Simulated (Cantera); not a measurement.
## Fluorocarbon and chlorocarbon gases: CHF3 + CH4 + H2

Feed: 1 mol CHF3, 0.094 mol CH4, 0.23 mol H2, at 1302 °C and 0.0600 bar.

Method: chemical equilibrium by Gibbs-energy minimisation in Cantera with the NASA 1993 tables (ideal gas, pure condensed phases). Candidate condensed phases: C, C6H6, C7H8, C8H18; 95 gas species. Gases not in the tables: C2F6 and larger saturated fluorocarbons. Equilibrium is a limit: real reactors are often held back by kinetics, nucleation or transport.

* **x(HF)**: 0.863
* **x(CF4)**: 0.137
* **x(CF2)**: 0.000187
* **x(CF3)**: 3.38e-5
* **x(F)**: 3.31e-5
* **x(CHF3)**: 4.06e-6
* **n(C(graphite))**: 0.803 mol
* **gas amount**: 2.127 mol
